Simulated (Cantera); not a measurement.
Charge: 1 mol SiC, 0.1 mol N2O, 310 mol N2, 0.43 mol O2, at 1050 K.

Equilibrium computed with Cantera from the NASA thermochemical tables; the gas is ideal and each condensed phase is pure. Candidate condensed phases: C, Si, SiC, SiO2, Si2N2O, Si3N4; 34 gas species. Mutual solubility and eutectic melting of coexisting phases are not modelled. Rates play no part.

x: gas mole fraction; n: condensed amount in mol.

```
P (Pa)    x N2      x CO     x CO2   x SiO  n C(graphite)  n Si2N2O(s)  n SiO2(β-quartz)
-------  -----  --------  --------  ------  -------------  -----------  ----------------
0.100    0.999   0.00148    <1e-12     ___          0.540        0.500                 0
2.50     0.999   0.00148  1.18e-11     ___          0.540        0.500                 0
63       0.999   0.00148  2.96e-10     ___          0.540        0.500                 0
1600     0.999   0.00148   7.53e-9     ___          0.540        0.500                 0
40000    0.999   0.00148   1.88e-7  <1e-12          0.540        0.500                 0
1000000  1.000  0.000226   1.09e-7  <1e-12          0.930        0.370             0.260
```

Fill in the missing entries.


- 0.100, x SiO: 7.48e-8
- 2.50, x SiO: 2.99e-9
- 63, x SiO: 1.19e-10
- 1600, x SiO: 4.67e-12
